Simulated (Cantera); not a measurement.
An isothermal, constant-pressure homogeneous reactor starts with 23.3 % N2O, 76.7 % N2, at 1048 K and 1.01 bar.

Model: GRI-Mech 3.0 (53 species, 325 reactions), integrated in Cantera. GRI-Mech 3.0 was tuned for natural gas; its chemistry of N2O as a main component is partial and can be far from experiment. The mechanism lacks the step 2 NO + O2 → 2 NO2, which can matter for NO2 below about 1400 K. The temperature is held fixed by assumption; the heat of reaction is taken as removed at once.

x: mole fraction; the columns are a selection and need not sum to one.

```csv
t (s),x N2O,x NO2,x O2,x NO,x O,x N2
8.00e-6,0.233,<1e-12,1.59e-9,1.75e-10,1.82e-8,0.767
4.11e-5,0.233,<1e-12,3.34e-8,?,6.69e-8,0.767
0.000211,0.233,<1e-12,3.93e-7,?,1.11e-7,0.767
0.00109,0.233,1.25e-11,2.45e-6,?,1.12e-7,0.767
0.00558,0.233,3.50e-10,1.30e-5,?,1.12e-7,0.767
0.0287,0.232,8.94e-9,6.74e-5,?,1.12e-7,0.768
0.147,0.232,1.91e-7,0.000346,?,1.12e-7,0.768
0.757,0.228,2.30e-6,0.00176,?,1.10e-7,0.770
3.89,0.212,1.36e-5,0.00858,?,1.04e-7,0.778
20.0,0.151,5.38e-5,0.0348,?,8.09e-8,0.811
```

### Question
Complete the blanks.

### Answer

- 4.11e-5, x NO: 3.70e-9
- 0.000211, x NO: 4.35e-8
- 0.00109, x NO: 2.71e-7
- 0.00558, x NO: 1.44e-6
- 0.0287, x NO: 7.45e-6
- 0.147, x NO: 3.81e-5
- 0.757, x NO: 0.000192
- 3.89, x NO: 0.000920
- 20.0, x NO: 0.00349
